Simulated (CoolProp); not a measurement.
The numbers come from the reference Helmholtz-energy equation of state, Thol 2019 in CoolProp.

Task: For decamethylcyclopentasiloxane (D5), give the phase and the Z, cp (kJ/(kg K)), speed of sound (m/s), isothermal compressibility (1/MPa) at 620 K and 1.22 bar; 620 K and 30 bar; 620 K and 56.8 bar.

Result: 
- 620 K and 1.22 bar: gas; Z 0.959, cp 1.96, speed of sound 114, isothermal compressibility 8.56
- 620 K and 30 bar: supercritical; Z 0.384, cp 2.24, speed of sound 195, isothermal compressibility 0.0527
- 620 K and 56.8 bar: supercritical; Z 0.665, cp 2.18, speed of sound 281, isothermal compressibility 0.0227
